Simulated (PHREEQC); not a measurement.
Dissolve 0.011 mol/kgw H3BO3, 0.019 mol/kgw K2HPO4 and 0.0012 mol/kgw NaCl at 20 °C. Closed to the air; pH follows from the charge balance.

Computed with PHREEQC (ion-association model, phreeqc.dat).

| quantity | before | after |
|---|---|---|
| pH | 8.19 | 5.62 |
| ionic strength (mol/kgw) | 0.0560 | 0.00120 |
| H2BO3- (mol/kgw) | 0.00101 | 2.49e-6 |
| SI of Halite (NaCl) | -7.59 | -7.44 |

**Question.** Name the change that produced these shifts.
A. K2HPO4 replaced by KBr at the same molality
B. NaCl from 0.0012 to 0.006 mol/kgw
C. temperature from 20 to 45 °C
D. K2HPO4 left out

**Answer.** D, K2HPO4 left out

Precipitation was switched off in this run.
